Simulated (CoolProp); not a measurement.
Vapour-liquid equilibrium of R143a (1) + R134a (2) at 0.128 MPa; x and y are mole fractions of (1).

Values from CoolProp's multi-fluid Helmholtz-energy mixture model, Lemmon and Jacobsen 2000 and Tillner-Roth 1994; pair parameters Lemmon 2004.

```csv
x,bubble temperature (°C),y at the bubble point,dew temperature at overall composition x (°C),liquid density (mol/L)
0.05,-22.4,0.108,-21.5,13.37
0.15,-25.2,0.293,-23.0,13.43
0.25,-27.8,0.443,-24.5,13.48
0.35,-30.3,0.567,-26.2,13.53
0.45,-32.5,0.669,-28.0,13.57
0.55,-34.6,0.753,-29.9,13.60
0.65,-36.5,0.825,-32.1,13.63
0.75,-38.2,0.885,-34.5,13.66
0.85,-39.9,0.936,-37.2,13.68
0.95,-41.4,0.980,-40.4,13.70
```

No azeotrope shows between x = 0.05 and 0.95.

The pair parameters rest on a limited set of measurements; away from them the model extrapolates.
